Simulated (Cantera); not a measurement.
# Chemical vapour transport: Si + H2O + H2

Input: 1 mol Si, 2.5 mol H2O, 0.62 mol H2, held at 518 Torr.

Cantera equilibrium calculation (NASA polynomials, part measured and part estimated; ideal gas, pure solids and liquids). Candidate condensed phases: H2O, Si, SiO2; 18 gas species. The tables hold silica as quartz up to 1696 K and as liquid above; real silica turns to tridymite and cristobalite and melts near 1996 K. Gases not in the tables: Si(OH)4. Rates play no part.

At 500 °C the condensed part is SiO2(α-quartz). From 600 °C to 1400 °C the condensed part is SiO2(β-quartz). At 1500 °C the condensed part is SiO2(condensed).

```csv
T (°C),x H2,x H2O,x H,x SiO,x OH,n SiO2(α-quartz),n SiO2(β-quartz),n SiO2(condensed)
500,0.840,0.160,1.00e-12,<1e-12,<1e-12,1.00,0,0
600,0.840,0.160,5.16e-11,<1e-12,<1e-12,0,1.00,0
700,0.840,0.160,1.19e-9,<1e-12,<1e-12,0,1.00,0
800,0.840,0.160,1.55e-8,<1e-12,1.10e-11,0,1.00,0
900,0.840,0.160,1.30e-7,<1e-12,1.71e-10,0,1.00,0
1000,0.840,0.160,7.87e-7,5.48e-12,1.73e-9,0,1.00,0
1100,0.840,0.160,3.67e-6,2.33e-10,1.25e-8,0,1.00,0
1200,0.840,0.160,1.40e-5,5.87e-9,6.93e-8,0,1.00,0
1300,0.840,0.160,4.49e-5,9.72e-8,3.09e-7,0,1.00,0
1400,0.840,0.160,0.000126,1.14e-6,1.15e-6,0,1.000,0
1500,0.839,0.160,0.000314,9.75e-6,3.71e-6,0,0,1.000
```
x: gas mole fraction; n: condensed amount in mol.
